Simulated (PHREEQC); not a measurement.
Make-up at 25 °C: 0.0011 mol/kgw Cu(NO3)2, 0.0026 mol/kgw HCl and 0.058 mol/kgw Na2SO4. Closed to the air; pH follows from the charge balance.

Model: ion-association model, phreeqc.dat, run in PHREEQC.

```json
[
 {"quantity": "pH", "before": "3.09", "after": "2.98"},
 {"quantity": "ionic strength (mol/kgw)", "before": "0.158", "after": "0.125"},
 {"quantity": "SO4-2 (mol/kgw)", "before": "0.0477", "after": "0.0290"},
 {"quantity": "HSO4- (mol/kgw)", "before": "0.00159", "after": "0.00132"},
 {"quantity": "CuSO4 (mol/kgw)", "before": "0.000562", "after": "0.000471"},
 {"quantity": "Cu+2 (mol/kgw)", "before": "0.000536", "after": "0.000628"}
]
```

### Question
Name the change that produced these shifts.
(A) diluted 5-fold with water
(B) Na2SO4 replaced by MgSO4 at the same molality
(C) temperature from 25 to 30 °C
(D) Cu(NO3)2 from 0.0011 to 0.00165 mol/kgw

### Answer
B, Na2SO4 replaced by MgSO4 at the same molality

No solid was allowed to form.
